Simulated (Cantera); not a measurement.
Gas mixture: C₂H₄ = 0.61 (molar parts), at 0.630 Torr, frozen composition.

Cantera's kinetic-theory transport with the Lennard-Jones parameters of GRI-Mech 3.0, ideal gas; thermal conductivity in the multicomponent form. The composition is frozen, though it would react at the higher temperatures.

D: mixture-averaged diffusion coefficient of that species in the mixture.

| T (K) | ρ (kg/m³) | cp (J/kg/K) | μ (µPa s) | λ (mW/m/K) | Pr | D (cm²/s) O | D (cm²/s) N₂ | D (cm²/s) CH₄ |
|---|---|---|---|---|---|---|---|---|
| 400 | 0.000709 | 1877 | 13.3 | 33.5 | 0.748 | 507 | 329 | 351 |
| 650 | 0.000436 | ___ | ___ | ___ | 0.750 | ___ | ___ | ___ |
| 900 | 0.000315 | 3167 | 26.3 | 111 | 0.749 | 2070 | 1350 | 1480 |
| 1150 | 0.000246 | 3563 | 31.5 | 150 | 0.748 | 3120 | 2050 | 2250 |
| 1400 | 0.000202 | 3836 | 36.2 | 186 | 0.746 | 4340 | 2850 | 3130 |
| 1650 | 0.000172 | 4034 | 40.5 | 219 | 0.745 | 5710 | 3750 | 4120 |
| 1900 | 0.000149 | 4178 | 44.5 | ___ | 0.744 | ___ | ___ | ___ |
| 2150 | 0.000132 | 4282 | 48.3 | 279 | 0.742 | 8860 | 5830 | 6410 |

Problem. Fill in the missing entries.

Solution. 
- 650, cp (J/kg/K): 2664
- 650, μ (µPa s): 20.4
- 650, λ (mW/m/K): 72.4
- 650, D (cm²/s) O: 1190
- 650, D (cm²/s) N₂: 775
- 650, D (cm²/s) CH₄: 840
- 1900, λ (mW/m/K): 250
- 1900, D (cm²/s) O: 7220
- 1900, D (cm²/s) N₂: 4740
- 1900, D (cm²/s) CH₄: 5220
